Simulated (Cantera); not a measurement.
A Cantera script and what it prints.

```python
import numpy as np
import cantera as ct

gas_names = """
    AL ALH ALO ALOH ALO2 ALO2H AL2 AL2O AL2O2 H HALO HO2 H2 H2O H2O2 Na NaH NaO NaOH Na2 Na2O Na2O2H2 O
    OH O2 O3
""".split()
cond_names = """
    AL(cr) AL(L) AL2O3(a) AL2O3(L) H2O(s) H2O(L) Na(cr) Na(L) NaALO2(a) NaALO2(b) NaOH(a) NaOH(L)
    NaO2(s) Na2O(c) Na2O(a) Na2O(L) Na2O2(a) Na2O2(b)
""".split()


# ... load() reads the species with a 1 bar reference pressure and builds the phases ...
atoms = {
    'Al2O3': {'AL': 2, 'O': 3},
    'NaOH': {'Na': 1, 'O': 1, 'H': 1},
    'O2': {'O': 2},
}
top_T = {'NaALO2(b)': 1900, 'NaO2(s)': 800, 'Na2O2(b)': 940}  # K; cautious upper limits of use, not melting points


# ... equilibrate(T, P, feed) seeds the gas with the atoms and calls Mixture.equilibrate('TP', solver="vcs", rtol=1e-11, max_steps=5000) ...
results = []
feed = {'Al2O3': 1, 'NaOH': 1.9, 'O2': 1.6}  # mol
P = 44  # Pa
for T in [1898, 1998, 2098, 2198, 2298, 2398, 2498, 2598]:
    mix = equilibrate(T, P, feed)
    results.append((T, P, feed, dict(zip(mix.species_names, mix.species_moles))))
    x = sorted(zip(gas.X, gas.species_names), reverse=True)
    print(f"T = {T:g} K  P = {P:g} Pa  gas = {mix.phase_moles(0):.4g} mol")
    print("   x: " + "  ".join(f"{s} {v:.3e}" for v, s in x if v > 0.001))
    print("   condensed (mol): " + ("  ".join(f"{mix.phase(i).name} {mix.phase_moles(i):.4g}"
          for i in range(1, mix.n_phases) if mix.phase_moles(i) > 1e-12) or "none"))
```

It prints:

```
T = 1898 K  P = 44 Pa  gas = 4.913 mol
   x: O2 4.115e-01  Na 3.702e-01  H2O 1.765e-01  NaOH 1.572e-02  OH 1.313e-02  O 8.969e-03  H2 1.680e-03  H 1.527e-03
   condensed (mol): AL2O3(a) 1
T = 1998 K  P = 44 Pa  gas = 4.993 mol
   x: O2 4.007e-01  Na 3.710e-01  H2O 1.693e-01  OH 2.140e-02  O 1.988e-02  NaOH 8.740e-03  H 4.603e-03  H2 3.623e-03
   condensed (mol): AL2O3(a) 1
T = 2098 K  P = 44 Pa  gas = 5.114 mol
   x: O2 3.825e-01  Na 3.659e-01  H2O 1.542e-01  O 4.042e-02  OH 3.220e-02  H 1.223e-02  H2 6.947e-03  NaOH 4.895e-03
   condensed (mol): AL2O3(a) 0.9999
T = 2198 K  P = 44 Pa  gas = 5.318 mol
   x: Na 3.540e-01  O2 3.533e-01  H2O 1.292e-01  O 7.567e-02  OH 4.416e-02  H 2.868e-02  H2 1.167e-02  NaOH 2.680e-03
   condensed (mol): AL2O3(a) 0.9998
T = 2298 K  P = 44 Pa  gas = 5.66 mol
   x: Na 3.338e-01  O2 3.104e-01  O 1.304e-01  H2O 9.426e-02  H 5.873e-02  OH 5.379e-02  H2 1.654e-02  NaOH 1.373e-03
   condensed (mol): AL2O3(a) 0.9993
T = 2398 K  P = 44 Pa  gas = 6.181 mol
   x: Na 3.063e-01  O2 2.535e-01  O 2.060e-01  H 1.025e-01  OH 5.587e-02  H2O 5.537e-02  H2 1.863e-02
   condensed (mol): AL2O3(L) 0.9975
T = 2498 K  P = 44 Pa  gas = 6.867 mol
   x: O 2.964e-01  Na 2.761e-01  O2 1.878e-01  H 1.487e-01  OH 4.745e-02  H2O 2.418e-02  H2 1.567e-02  ALO 2.167e-03
   condensed (mol): AL2O3(L) 0.9891
T = 2598 K  P = 44 Pa  gas = 7.703 mol
   x: O 3.861e-01  Na 2.464e-01  H 1.788e-01  O2 1.233e-01  OH 3.237e-02  ALO 1.083e-02  H2 9.701e-03  H2O 7.608e-03  AL 3.459e-03
   condensed (mol): AL2O3(L) 0.9394
```

These are equilibrium values from Cantera (NASA tables, ideal gas, pure condensed phases), not measurements of a reactor. The tables' values for AlOH are old estimates; treat these amounts as uncertain.
